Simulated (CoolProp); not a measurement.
Properties of hexamethyldisiloxane (MM) along the isotherm 279.45 °C.

Model: reference Helmholtz-energy equation of state, Thol 2016, in CoolProp.

```csv
p (kPa),phase,density (kg/m³),cp (kJ/(kg K)),speed of sound (m/s),Joule-Thomson coefficient (K/MPa)
3.05,gas,0.1078,2.131,170.2,7.070
4.61,gas,0.1630,2.132,170.2,7.073
6.95,gas,0.2459,2.132,170.1,7.076
10.5,gas,0.3717,2.132,170.0,7.081
15.8,gas,0.5597,2.132,169.9,7.089
23.9,gas,0.8477,2.133,169.7,7.102
36,gas,1.279,2.133,169.4,7.120
54.3,gas,1.935,2.134,169.0,7.148
81.9,gas,2.930,2.136,168.3,7.191
124,gas,4.465,2.139,167.3,7.257
186,gas,6.762,2.143,165.8,7.357
281,gas,10.37,2.149,163.4,7.517
424,gas,16.03,2.160,159.8,7.772
640,gas,25.14,2.179,154.0,8.197
966,gas,40.44,2.218,144.9,8.940
```
